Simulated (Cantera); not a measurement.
## Ignition delay

Mixture: 16.6 % CH₄, 17.5 % O₂, 65.9 % N₂, equivalence ratio 1.9, at 1.00 bar, adiabatic and at constant pressure. Ignition delay is the time to a rise of 400 K.

Detailed kinetics in Cantera: GRI-Mech 3.0 (53 species, 325 reactions).

```tsv
T0 (K)	delay (ms)
1250	32.7
1300	16.8
1350	8.88
1400	4.83
1450	2.70
1500	1.56
```

```json
{
  "apparent activation energy between 1400 and 1500 K": "200 kJ/mol"
}
```
